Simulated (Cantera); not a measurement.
A Cantera script and its output.

```python
import numpy as np
import cantera as ct

gas = ct.Solution("gri30.yaml")
gas.TPX = 575, 370000, {'CH4': 1, 'H2': 0.092, 'O2': 1.7, 'N2': 6.41}
flame = ct.FreeFlame(gas, width=0.016)
flame.set_refine_criteria(ratio=3, slope=0.08, curve=0.16)
flame.transport_model = "mixture-averaged"
flame.solve(loglevel=0, auto=True)
z, T = flame.grid, flame.T
thick = (T[-1] - T[0]) / np.gradient(T, z).max()
show = ['CH4', 'H2', 'O2', 'O', 'NO2', 'C2H6']
print(f"laminar burning velocity  {flame.velocity[0] * 100:.3f} cm/s")
print(f"burnt temperature         {T[-1]:.1f} K")
print(f"thermal thickness         {thick * 1e3:.4f} mm")
print(f"grid points               {len(z)}")
z0 = z[flame.heat_release_rate.argmax()]
print(f"{'z/mm':>9s}{'T/K':>9s}{'u/(m/s)':>9s}" + "".join(f"{s:>11s}" for s in show))
rows = []
for k in (-3, -2, -1.5, -1, -0.5, -0.25, 0, 0.25, 0.5, 1, 2, 4, 8):
    zz = z0 + k * thick
    rows.append([k * thick, np.interp(zz, z, T), np.interp(zz, z, flame.velocity),
                 *(np.interp(zz, z, flame.X[gas.species_index(s)]) for s in show)])
    print(f"{rows[-1][0] * 1e3:9.3f}{rows[-1][1]:9.1f}{rows[-1][2]:9.3f}" + "".join(f"{x:11.3e}" for x in rows[-1][3:]))
```

It prints:

```
laminar burning velocity  71.801 cm/s
burnt temperature         2332.0 K
thermal thickness         0.1301 mm
grid points               155
     z/mm      T/K  u/(m/s)        CH4         H2         O2          O        NO2       C2H6
   -0.390    575.4    0.719  1.085e-01  1.133e-02  1.845e-01  2.002e-14  8.945e-10  4.841e-08
   -0.260    579.6    0.726  1.079e-01  1.366e-02  1.838e-01  5.431e-12  1.498e-08  1.084e-06
   -0.195    597.0    0.751  1.063e-01  1.645e-02  1.822e-01  1.780e-10  9.263e-08  8.785e-06
   -0.130    701.3    0.888  9.867e-02  2.156e-02  1.740e-01  1.850e-08  6.166e-07  1.067e-04
   -0.065   1166.6    1.502  6.612e-02  2.914e-02  1.319e-01  6.409e-06  8.398e-07  9.672e-04
   -0.033   1583.6    2.059  3.537e-02  3.292e-02  8.747e-02  6.745e-05  2.349e-07  1.089e-03
    0.000   1960.1    2.568  8.628e-03  3.367e-02  4.009e-02  3.449e-04  3.056e-08  1.292e-04
    0.033   2128.2    2.787  7.744e-04  3.018e-02  1.417e-02  7.699e-04  1.117e-08  1.175e-06
    0.065   2177.9    2.843  4.372e-05  2.806e-02  5.845e-03  9.350e-04  1.134e-08  4.319e-09
    0.130   2220.3    2.886  2.100e-07  2.775e-02  2.469e-03  7.471e-04  1.130e-08  1.473e-13
    0.260   2262.7    2.934  9.174e-11  2.764e-02  1.309e-03  4.284e-04  1.004e-08  4.013e-19
    0.520   2298.0    2.974  1.694e-13  2.723e-02  6.031e-04  1.928e-04  8.276e-09  3.456e-23
    1.041   2319.6    2.999  2.325e-13  2.696e-02  2.474e-04  7.879e-05  6.599e-09  1.468e-25
```

Computed with Cantera and GRI-Mech 3.0 (53 species, 325 reactions). Burning velocities carry a grid error of a few per cent, more on coarse grids.
